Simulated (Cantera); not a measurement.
# Carbothermic reduction: MgO + CO + H2 + CH4

A closed system holds: 1 mol MgO, a varied amount of CO, 0.34 mol H2, 1.4 mol CH4, equilibrated at 1048.15 K and 75.0 Torr.

These are equilibrium values from Cantera (NASA tables, ideal gas, pure condensed phases), not measurements of a reactor. Candidate condensed phases: C, C6H6, C7H8, C8H18, H2O, Mg, MgCO3, MgO, Mg(OH)2; 116 gas species. The numbers say what is thermodynamically allowed, not how fast it happens.

| n(CO) (mol) | log p CO | log p H2 | log p CO2 | log p H2O | log p CH4 | n C(graphite) | n MgO(s) |
|---|---|---|---|---|---|---|---|
| 1.3 | -1.54 | -1.15 | -3.74 | -3.42 | -3.54 | 1.41 | 1.00 |
| 1.6 | -1.48 | -1.18 | -3.61 | -3.39 | -3.60 | 1.42 | 1.00 |
| 1.9 | -1.43 | -1.21 | -3.52 | -3.37 | -3.65 | 1.43 | 1.00 |
| 2.2 | -1.39 | -1.23 | -3.44 | -3.35 | -3.70 | 1.43 | 1.00 |
| 2.7 | -1.34 | -1.27 | -3.34 | -3.34 | -3.78 | 1.44 | 1.00 |
| 3.2 | -1.31 | -1.31 | -3.27 | -3.34 | -3.85 | 1.45 | 1.00 |
| 3.9 | -1.27 | -1.35 | -3.19 | -3.35 | -3.94 | 1.47 | 1.00 |
| 4.7 | -1.23 | -1.40 | -3.12 | -3.36 | -4.03 | 1.49 | 1.00 |
| 5.6 | -1.20 | -1.45 | -3.06 | -3.38 | -4.13 | 1.50 | 1.00 |
| 6.7 | -1.18 | -1.50 | -3.01 | -3.40 | -4.23 | 1.53 | 1.00 |
| 8.1 | -1.15 | -1.55 | -2.96 | -3.43 | -4.34 | 1.56 | 1.00 |
| 9.7 | -1.13 | -1.61 | -2.92 | -3.47 | -4.46 | 1.59 | 1.00 |
| 12 | -1.11 | -1.68 | -2.88 | -3.52 | -4.60 | 1.64 | 1.00 |
log p: log10 of the partial pressure in bar; n: condensed amount in mol.

From 1.3 mol CO to 12 mol CO the condensed part is C(graphite) + MgO(s).
